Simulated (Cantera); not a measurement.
Cantera run, input and output.

```python
import numpy as np
import cantera as ct

gas = ct.Solution("h2o2.yaml")
gas.TPX = 673, 101325, {'H2': 1, 'O2': 1.11, 'N2': 4.18}
inlet = ct.Reservoir(gas, clone=True)
gas.equilibrate("HP")  # start burning
reactor = ct.IdealGasConstPressureReactor(gas, energy="on", clone=False)
exhaust = ct.Reservoir(gas, clone=True)
tau = [0.026, 0.014, 0.0078, 0.0043, 0.0024, 0.0013, 0.00071, 0.00039, 0.00021, 0.00012, 6.4e-05, 3.5e-05, 1.9e-05][0]
for a, b in ((inlet, reactor), (reactor, exhaust)):
    ct.MassFlowController(a, b, mdot=lambda t: reactor.mass / tau)
net = ct.ReactorNet([reactor])
show = ['H2', 'O2', 'OH', 'H2O2', 'O']

rows = []
print(f"{'tau/s':>10s}{'T/K':>9s}" + "".join(f"{s:>11s}" for s in show))
for tau in [0.026, 0.014, 0.0078, 0.0043, 0.0024, 0.0013, 0.00071, 0.00039, 0.00021, 0.00012, 6.4e-05, 3.5e-05, 1.9e-05]:
    net.initial_time = 0.0
    net.advance(30 * tau)
    before = gas.X
    net.advance(40 * tau)
    drift = np.max(np.abs(gas.X - before) / (gas.X + 1e-9))
    rows.append([gas.T, *gas[show].X, drift])
    print(f"{tau:10.3e}{gas.T:9.1f}" + "".join(f"{x:11.3e}" for x in gas[show].X))
```

Output:

```
     tau/s      T/K         H2         O2         OH       H2O2          O
 2.600e-02   1841.7  3.761e-04  1.046e-01  2.625e-03  1.582e-07  4.323e-04
 1.400e-02   1836.1  5.620e-04  1.044e-01  3.179e-03  2.007e-07  6.465e-04
 7.800e-03   1828.9  8.219e-04  1.042e-01  3.800e-03  2.523e-07  9.468e-04
 4.300e-03   1818.6  1.206e-03  1.039e-01  4.529e-03  3.192e-07  1.391e-03
 2.400e-03   1804.6  1.744e-03  1.037e-01  5.325e-03  4.033e-07  2.009e-03
 1.300e-03   1784.2  2.543e-03  1.034e-01  6.212e-03  5.198e-07  2.915e-03
 7.100e-04   1756.2  3.638e-03  1.031e-01  7.072e-03  6.788e-07  4.119e-03
 3.900e-04   1718.7  5.104e-03  1.030e-01  7.806e-03  9.093e-07  5.636e-03
 2.100e-04   1667.4  7.134e-03  1.031e-01  8.303e-03  1.285e-06  7.476e-03
 1.200e-04   1608.7  9.618e-03  1.038e-01  8.410e-03  1.844e-06  9.191e-03
 6.400e-05   1527.4  1.379e-02  1.057e-01  8.054e-03  2.930e-06  1.072e-02
 3.500e-05   1430.7  2.123e-02  1.099e-01  7.172e-03  4.799e-06  1.094e-02
 1.900e-05   1284.7  4.296e-02  1.221e-01  5.129e-03  8.056e-06  7.968e-03
```

Detailed kinetics in Cantera: the H2/O2 subset of GRI-Mech 3.0, which has no nitrogen chemistry.
